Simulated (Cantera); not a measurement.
What does this Cantera script print?

```python
import numpy as np
import cantera as ct

gas = ct.Solution("gri30.yaml")
gas.TPX = 350, 670000, {'CH4': 1, 'O2': 1.54, 'N2': 5.08}
flame = ct.FreeFlame(gas, width=0.011)
flame.set_refine_criteria(ratio=3, slope=0.08, curve=0.16)
flame.transport_model = "mixture-averaged"
flame.solve(loglevel=0, auto=True)
flame.transport_model = "multicomponent"
flame.soret_enabled = False
flame.solve(loglevel=0, refine_grid=True)
z, T = flame.grid, flame.T
thick = (T[-1] - T[0]) / np.gradient(T, z).max()
show = ['CH4', 'O2', 'H2O2', 'N2O', 'C2H4', 'C2H6']
print(f"laminar burning velocity  {flame.velocity[0] * 100:.3f} cm/s")
print(f"burnt temperature         {T[-1]:.1f} K")
print(f"thermal thickness         {thick * 1e3:.4f} mm")
print(f"grid points               {len(z)}")
z0 = z[flame.heat_release_rate.argmax()]
print(f"{'z/mm':>9s}{'T/K':>9s}{'u/(m/s)':>9s}" + "".join(f"{s:>11s}" for s in show))
rows = []
for k in (-3, -2, -1.5, -1, -0.5, -0.25, 0, 0.25, 0.5, 1, 2, 4, 8):
    zz = z0 + k * thick
    rows.append([k * thick, np.interp(zz, z, T), np.interp(zz, z, flame.velocity),
                 *(np.interp(zz, z, flame.X[gas.species_index(s)]) for s in show)])
    print(f"{rows[-1][0] * 1e3:9.3f}{rows[-1][1]:9.1f}{rows[-1][2]:9.3f}" + "".join(f"{x:11.3e}" for x in rows[-1][3:]))
```

It prints:

```
laminar burning velocity  17.775 cm/s
burnt temperature         2214.7 K
thermal thickness         0.1542 mm
grid points               136
     z/mm      T/K  u/(m/s)        CH4         O2       H2O2        N2O       C2H4       C2H6
   -0.463    350.2    0.178  1.310e-01  2.018e-01  1.303e-08  5.608e-13  1.848e-08  7.956e-09
   -0.308    354.2    0.181  1.304e-01  2.008e-01  3.373e-07  2.618e-11  8.112e-07  4.257e-07
   -0.231    375.8    0.193  1.285e-01  1.985e-01  2.329e-06  2.656e-10  7.889e-06  4.686e-06
   -0.154    527.8    0.274  1.185e-01  1.861e-01  1.764e-05  3.776e-09  1.047e-04  7.505e-05
   -0.077   1102.5    0.585  7.791e-02  1.318e-01  5.570e-05  3.430e-08  8.729e-04  7.454e-04
   -0.039   1549.8    0.832  4.260e-02  8.119e-02  1.104e-05  7.294e-08  1.671e-03  1.150e-03
    0.000   1951.2    1.057  1.187e-02  3.032e-02  3.062e-06  9.172e-08  1.027e-03  2.197e-04
    0.039   2130.0    1.154  2.129e-03  7.183e-03  6.851e-07  5.527e-08  1.010e-04  7.526e-06
    0.077   2179.3    1.179  5.357e-04  1.648e-03  1.659e-07  3.268e-08  7.638e-06  4.447e-07
    0.154   2201.2    1.189  9.347e-05  1.475e-04  2.936e-08  1.953e-08  2.537e-07  9.867e-09
    0.308   2209.6    1.193  1.370e-05  1.478e-05  1.006e-08  1.339e-08  1.767e-08  1.283e-10
    0.617   2213.3    1.195  1.532e-06  6.287e-06  5.315e-09  1.033e-08  1.627e-09  1.097e-12
    1.234   2214.5    1.195  6.626e-08  4.579e-06  4.019e-09  9.139e-09  6.116e-11  2.775e-15
```

Model: GRI-Mech 3.0 (53 species, 325 reactions), integrated in Cantera. Burning velocities carry a grid error of a few per cent, more on coarse grids.
